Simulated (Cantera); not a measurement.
What does this Cantera script print?

```python
import numpy as np
import cantera as ct

gas_names = """
    F F2 N NF NF2 NF3 N2 Si SiF SiF2 SiF3 SiF4 SiN Si2 Si2N Si3
""".split()
cond_names = """
    Si(cr) Si(L) Si3N4(a)
""".split()


# ... load() reads the species with a 1 bar reference pressure and builds the phases ...
atoms = {
    'Si': {'Si': 1},
    'F2': {'F': 2},
    'N2': {'N': 2},
}
top_T = {'Si3N4(a)': 2400}  # K; cautious upper limits of use, not melting points


# ... equilibrate(T, P, feed) seeds the gas with the atoms and calls Mixture.equilibrate('TP', solver="vcs", rtol=1e-11, max_steps=5000) ...
results = []
T = 675  # K
P = 35  # Pa
for m in [0.74, 1.3, 1.9, 2.4, 3, 3.6, 4.1]:
    feed = {'Si': 1, 'F2': m, 'N2': 0.82}  # mol
    mix = equilibrate(T, P, feed)
    results.append((T, P, feed, dict(zip(mix.species_names, mix.species_moles))))
    x = sorted(zip(gas.X, gas.species_names), reverse=True)
    print(f"T = {T:g} K  P = {P:g} Pa  n(F2) = {m:g} mol  gas = {mix.phase_moles(0):.4g} mol")
    print("   x: " + "  ".join(f"{s} {v:.3e}" for v, s in x if v > 0.0001))
    print("   condensed (mol): " + ("  ".join(f"{mix.phase(i).name} {mix.phase_moles(i):.4g}"
          for i in range(1, mix.n_phases) if mix.phase_moles(i) > 1e-12) or "none"))
```

Result:

```
T = 675 K  P = 35 Pa  n(F2) = 0.74 mol  gas = 0.77 mol
   x: N2 5.195e-01  SiF4 4.805e-01
   condensed (mol): Si3N4(a) 0.21
T = 675 K  P = 35 Pa  n(F2) = 1.3 mol  gas = 1.237 mol
   x: SiF4 5.256e-01  N2 4.744e-01
   condensed (mol): Si3N4(a) 0.1167
T = 675 K  P = 35 Pa  n(F2) = 1.9 mol  gas = 1.737 mol
   x: SiF4 5.470e-01  N2 4.530e-01
   condensed (mol): Si3N4(a) 0.01667
T = 675 K  P = 35 Pa  n(F2) = 2.4 mol  gas = 2.218 mol
   x: SiF4 4.509e-01  N2 3.647e-01  F2 1.561e-01  F 1.812e-02  NF3 1.016e-02
   condensed (mol): none
T = 675 K  P = 35 Pa  n(F2) = 3 mol  gas = 2.786 mol
   x: SiF4 3.589e-01  F2 3.089e-01  N2 2.819e-01  F 2.549e-02  NF3 2.486e-02
   condensed (mol): none
T = 675 K  P = 35 Pa  n(F2) = 3.6 mol  gas = 3.354 mol
   x: F2 4.109e-01  SiF4 2.981e-01  N2 2.273e-01  NF3 3.426e-02  F 2.940e-02
   condensed (mol): none
T = 675 K  P = 35 Pa  n(F2) = 4.1 mol  gas = 3.83 mol
   x: F2 4.737e-01  SiF4 2.611e-01  N2 1.945e-01  NF3 3.921e-02  F 3.156e-02
   condensed (mol): none
```

These are equilibrium values from Cantera (NASA tables, ideal gas, pure condensed phases), not measurements of a reactor. N2 is the only nitrogen source here; it is nearly inert below about 1500 K, so the nitride shown seldom forms there in practice.
